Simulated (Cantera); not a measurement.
A freely propagating, adiabatic, planar premixed flame of CH₄ : CO : O₂ : N₂ = 1 : 0.032 : 1.55 : 5.89 (molar parts), unburnt at 425 K and 0.440 bar; mixture-averaged transport, grid criteria slope 0.08 and curve 0.16, no radiation.

Computed with Cantera and GRI-Mech 3.0 (53 species, 325 reactions). Burning velocities carry a grid error of a few per cent, more on coarse grids.

```json
[
 {"quantity": "laminar burning velocity", "before": "63.3 cm/s", "after": "8.94 cm/s"},
 {"quantity": "thermal thickness", "before": "0.890 mm", "after": "4.78 mm"},
 {"quantity": "peak x(H)", "before": "0.0108", "after": "0.000393"},
 {"quantity": "peak x(H₂)", "before": "0.0478", "after": "0.0817"}
]
```

Problem. Which change was made?
(A) N2 5.89 to 7.4 parts
(B) inlet temperature 425 to 398 K
(C) CH4 1 to 0.75 parts
(D) O2 1.55 to 1.2 parts

Solution. D, O2 1.55 to 1.2 parts
